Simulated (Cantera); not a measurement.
Feed: 1 mol Si3N4, 2.3 mol O2, 260 mol H2, held at 2125 K.

These are equilibrium values from Cantera (NASA tables, ideal gas, pure condensed phases), not measurements of a reactor. Candidate condensed phases: H2O, Si, SiO2, Si2N2O, Si3N4; 35 gas species. Rates play no part.

### Question
At 5.60 Pa, list the 5 most abundant gas species with their mole fractions, and the condensed phases.

### Answer
H2 0.603, H 0.377, SiO 0.00918, N2 0.00612, H2O 0.00440. Condensed: gas only.
